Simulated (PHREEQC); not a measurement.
Consider water at 25 °C with 0.055 mol/kgw Al2(SO4)3 and 0.00062 mol/kgw KBr. Closed to the air; pH follows from the charge balance.

The numbers come from PHREEQC with the ion-association model, phreeqc.dat.

| Item | Value |
|---|---|
| pH | 3.89 |
| ionic strength | 0.174 mol/kgw |

| species | molality | activity | log γ |
|---|---|---|---|
| AlSO4+ | 0.0723 | 0.0534 | -0.132 |
| SO4-2 | 0.0384 | 0.0118 | -0.512 |
| Al(SO4)2- | 0.0270 | 0.0199 | -0.132 |
| Al+3 | 0.0103 | 0.00143 | -0.858 |
| Br- | 0.000620 | 0.000438 | -0.151 |
| K+ | 0.000574 | 0.000415 | -0.141 |
| AlOH+2 | 0.000340 | 0.000110 | -0.489 |
| HSO4- | 0.000196 | 0.000148 | -0.124 |
| H+ | 0.000160 | 0.000129 | -0.095 |
| KSO4- | 4.56e-5 | 3.44e-5 | -0.122 |
| Al(OH)2+ | 8.89e-6 | 6.71e-6 | -0.122 |
| AlHSO4+2 | 1.90e-6 | 6.09e-7 | -0.494 |
| Al(OH)3 | 7.37e-9 | 7.67e-9 | 0.017 |

No solid was allowed to form. The solution is supersaturated, for example in Gibbsite (slow to form), so a real one may precipitate; this is no full list.
